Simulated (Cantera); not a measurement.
Adiabatic ignition

An adiabatic, constant-pressure homogeneous reactor starts with C₂H₄ : O₂ : N₂ : H₂O = 1 : 1.36 : 5.13 : 0.84 (molar parts), equivalence ratio 2.2, at 1225 K and 0.290 bar.

Detailed kinetics in Cantera: GRI-Mech 3.0 (53 species, 325 reactions). GRI-Mech 3.0 was tuned for natural gas; its chemistry of ethylene as a main component is partial and can be far from experiment.

| t (s) | T (K) | x C₂H₄ | x O₂ | x H₂O | x C₂H₂ | x NO | x HCN | x CO₂ |
|---|---|---|---|---|---|---|---|---|
| 2.00e-6 | 1225 | 0.120 | 0.163 | 0.101 | 4.60e-9 | <1e-12 | <1e-12 | <1e-12 |
| 7.02e-6 | 1225 | 0.120 | 0.163 | 0.101 | 1.62e-8 | <1e-12 | <1e-12 | <1e-12 |
| 2.47e-5 | 1225 | 0.120 | 0.163 | 0.101 | 5.68e-8 | <1e-12 | <1e-12 | <1e-12 |
| 8.66e-5 | 1225 | 0.120 | 0.163 | 0.101 | 2.00e-7 | <1e-12 | <1e-12 | <1e-12 |
| 0.000304 | 1225 | 0.120 | 0.163 | 0.101 | 1.70e-6 | <1e-12 | <1e-12 | 2.25e-9 |
| 0.00107 | 2399 | 3.81e-6 | 5.50e-6 | 0.137 | 0.00343 | 8.33e-5 | 0.000168 | 0.0275 |
| 0.00375 | 2381 | 2.37e-10 | 7.67e-6 | 0.129 | 3.67e-6 | 0.000256 | 5.34e-5 | 0.0255 |
| 0.0132 | 2360 | <1e-12 | 1.80e-5 | 0.128 | <1e-12 | 0.000271 | 8.46e-8 | 0.0257 |
| 0.0462 | 2356 | <1e-12 | 2.06e-5 | 0.128 | <1e-12 | 0.000204 | 4.87e-8 | 0.0258 |
| 0.162 | 2356 | <1e-12 | 2.07e-5 | 0.128 | <1e-12 | 0.000149 | 3.60e-8 | 0.0258 |
| 0.570 | 2356 | <1e-12 | 2.07e-5 | 0.128 | <1e-12 | 0.000141 | 3.43e-8 | 0.0258 |
| 2.00 | 2356 | <1e-12 | 2.07e-5 | 0.128 | <1e-12 | 0.000141 | 3.43e-8 | 0.0258 |
x: mole fraction; the columns are a selection and need not sum to one.

The time of steepest temperature rise is 0.437 ms. The temperature at 2.00 s is 2356 K and the equilibrium temperature is 2356 K. The x(C₂H₄) at 2.00 s comes out as <1e-12 (gas-phase equilibrium <1e-12) and the x(O₂) at 2.00 s comes out as 2.07e-5 (gas-phase equilibrium 2.07e-5). The x(H₂O) at 2.00 s is 0.128 (gas-phase equilibrium 0.128).
